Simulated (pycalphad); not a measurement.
All values are pycalphad results on the COST 507 light-alloy database (1999) (1 atm), not direct measurements. The database dates from 1999; later assessments differ in places, in temperatures and in the compounds included. Diffusion is slow at the low end, where real alloys seldom reach equilibrium.

Problem. How does the equilibrium phase assembly of Ti-1.12Si (at.%) change on cooling from 2600 K to 500 K?

Solution. 
```csv
T (K),phases above,phases below
1920.7,liquid,bcc + liquid
1798.0,bcc + liquid,bcc
1139.2,bcc,hcp + SITI3
```
Changes were sought between steps of 100 K, so a narrower field can be missed.

Database names, with the compositions (at.%) that they take in these runs: SITI3: Ti 75 Si 25.
